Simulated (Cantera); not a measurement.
Input: 1 mol PbO, 120 mol H₂, 1.8 mol H₂O, equilibrated at 2050 K and 840000 Pa.

These are equilibrium values from Cantera (NASA tables, ideal gas, pure condensed phases), not measurements of a reactor. Candidate condensed phases: H₂O, Pb, PbO, PbO₂, Pb₃O₄; 12 gas species. Kinetics and transport are ignored.

Base state: H₂ 0.968, H₂O 0.0228, Pb 0.00813, H 0.000770 (mole fractions); condensed: gas only.

**Question.** What changes in the equilibrium state with this change: PbO replaced by Ta₂O₅?

**Answer.** 
| species | before | after |
|---|---|---|
| H₂ | 0.968 | 0.984 |
| H₂O | 0.0228 | 0.0148 |
| H | 0.000770 | 0.000777 |
| Pb | 0.00813 | 0 |
| Ta₂O₅(s), mol | 0 | 1.000 |
Further candidate phases: Ta, Ta₂O₅.

**Question.** What changes in the equilibrium state with this change: PbO replaced by Al₂O₃?

**Answer.** 
```tsv
species	before	after
H₂	0.968	0.984
H₂O	0.0228	0.0148
H	0.000770	0.000777
Pb	0.00813	0
Al₂O₃(s), mol	0	1.000
```
Gases not in the tables: Al(OH)₃. Further candidate phases: Al, Al₂O₃.
